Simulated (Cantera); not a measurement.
Feed: 1 mol TEOS, 0.53 mol O3, 1.1 mol H2, held at 252 °C and 13.3 mbar.

Equilibrium computed with Cantera from the NASA thermochemical tables; the gas is ideal and each condensed phase is pure. Candidate condensed phases: C, C6H6, C7H8, C8H18, H2O, Si, SiC, SiO2; 123 gas species. The feed counts by its element totals alone. Kinetics and transport are ignored.

Base state: CH4 0.410, H2O 0.381, H2 0.176, CO2 0.0320, CO 0.000170 (mole fractions); condensed: C(graphite) + SiO2(α-quartz).

What changes in the equilibrium state with this change: O3 from 0.53 to 0.089 mol?


| species | before | after |
|---|---|---|
| CH4 | 0.410 | 0.511 |
| H2O | 0.381 | 0.278 |
| H2 | 0.176 | 0.197 |
| CO2 | 0.0320 | 0.0137 |
| CO | 0.000170 | 0.000111 |
| C(graphite), mol | 4.44 | 4.11 |
| SiO2(α-quartz), mol | 1.00 | 1.00 |

What changes in the equilibrium state with this change: TEOS replaced by Si2H6?


| species | before | after |
|---|---|---|
| H2 | 0.176 | 1.00 |
| CH4 | 0.410 | 0 |
| H2O | 0.381 | <1e-9 |
| CO2 | 0.0320 | 0 |
| CO | 0.000170 | 0 |
| C(graphite), mol | 4.44 | 0 |
| SiO2(α-quartz), mol | 1.00 | 0.795 |
| Si(s), mol | 0 | 1.21 |
